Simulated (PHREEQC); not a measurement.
**Leach liquor: an equilibrium model**

A solution holds 0.53 mol/kgw H2SO4, 3.5e-05 mol/kgw Li2SO4 and 0.00015 mol/kgw Fe2(SO4)3, at 25 °C. Closed to the air; pH follows from the charge balance.

Equilibrium calculation in PHREEQC: ion-association model, phreeqc.dat.

This is a speciation only: nothing precipitates in the calculation.

Task: What pH, ionic strength does the model give?

Result: pH 0.36; ionic strength 0.621 mol/kgw.

Task: In which forms is S present?

Result: HSO4- 91 %, SO4-2 8.5 % of the S.

Species that the database lacks are ignored.
